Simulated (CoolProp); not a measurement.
Vapour-liquid equilibrium of p-xylene (1) + n-undecane (2) at 0.00753 bar; x and y are mole fractions of (1).

Computed with CoolProp (multi-fluid Helmholtz-energy mixture model, Zhou 2012 and Aleksandrov 2011; pair parameters Bell 2016).

| x | bubble temperature, mixture model (K) | bubble temperature, Raoult's law (K) | y, mixture model | y, Raoult's law |
|---|---|---|---|---|
| 0.05 | 329.7 | 329.7 | 0.388 | 0.390 |
| 0.125 | 321.4 | 321.4 | 0.662 | 0.662 |
| 0.2 | 315.3 | 315.4 | 0.791 | 0.790 |
| 0.275 | 310.7 | 310.8 | 0.861 | 0.861 |
| 0.35 | 307.1 | 307.2 | 0.903 | 0.903 |
| 0.425 | 304.1 | 304.2 | 0.931 | 0.931 |
| 0.5 | 301.5 | 301.6 | 0.950 | 0.950 |
| 0.575 | 299.3 | 299.4 | 0.964 | 0.964 |
| 0.65 | 297.4 | 297.4 | 0.974 | 0.975 |
| 0.725 | 295.7 | 295.7 | 0.982 | 0.983 |
| 0.8 | 294.1 | 294.1 | 0.989 | 0.989 |
| 0.875 | 292.7 | 292.7 | 0.994 | 0.994 |
| 0.95 | 291.4 | 291.4 | 0.998 | 0.998 |

The largest gap from Raoult's law is -0.1 K in bubble temperature, at x = 0.35. No azeotrope shows between x = 0.05 and 0.95.

Pair parameters are fitted to limited data, so mixtures are less certain than the pure fluids.
